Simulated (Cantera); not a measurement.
Reactions in the system H-O-V

Cantera with NASA thermochemical tables; ideal gases at 1 bar, condensed phases pure. Values are per mole of reaction as written; species without (g) are pure solids or liquids, kept so even where they would boil at 1 bar.

H2(g) + VO2(g) ⇌ V + 2 OH(g)

```tsv
T (K)	ΔH° (kJ)	ΔS° (J/K)	ΔG° (kJ)	log10 K	condensed phases
300	311.3	0.5	311.2	-54.18	V(s)
648	313.9	6.5	309.7	-24.96	V(s)
848	314.8	7.7	308.2	-18.99	V(s)
1048	315.8	8.8	306.6	-15.28	V(s)
1248	317.2	10.0	304.7	-12.75	V(s)
1448	319.1	11.5	302.6	-10.91	V(s)
1648	321.6	13.0	300.1	-9.51	V(s)
1848	324.5	14.7	297.3	-8.40	V(s)
2048	328.1	16.5	294.2	-7.50	V(s)
2248	355.2	29.0	290.1	-6.74	V(l)
2448	360.1	31.1	284.1	-6.06	V(l)
2648	365.1	33.0	277.7	-5.48	V(l)
```
